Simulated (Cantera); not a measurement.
A closed system holds: 1 mol HMDSO, 2.7 mol O₃, equilibrated at 923 K and 60.0 mbar.

Cantera equilibrium calculation (NASA polynomials, part measured and part estimated; ideal gas, pure solids and liquids). Candidate condensed phases: C, C₆H₆, C₇H₈, C₈H₁₈, H₂O, Si, SiC, SiO₂; 123 gas species. The feed counts by its element totals alone. Kinetics and transport are ignored.

Base state: H₂ 0.636, CO 0.320, CO₂ 0.0194, H₂O 0.0189, CH₄ 0.00565 (mole fractions); condensed: C(graphite) + SiO₂(β-quartz).

### Question
What changes in the equilibrium state with this change: O₃ from 2.7 to 0.25 mol?

### Answer
```tsv
species	before	after
H₂	0.636	0.986
CH₄	0.00565	0.0136
CO	0.320	9.80e-8
CO₂	0.0194	<1e-9
H₂O	0.0189	8.96e-9
C(graphite), mol	1.34	4.75
SiO₂(β-quartz), mol	2.00	0.875
SiC(s), mol	0	1.12
```

### Question
What changes in the equilibrium state with this change: O₃ from 2.7 to 0.13 mol?

### Answer
| species | before | after |
|---|---|---|
| H₂ | 0.636 | 0.986 |
| CH₄ | 0.00565 | 0.0136 |
| CO | 0.320 | 9.80e-8 |
| CO₂ | 0.0194 | <1e-9 |
| H₂O | 0.0189 | 8.96e-9 |
| C(graphite), mol | 1.34 | 4.57 |
| SiO₂(β-quartz), mol | 2.00 | 0.695 |
| SiC(s), mol | 0 | 1.30 |
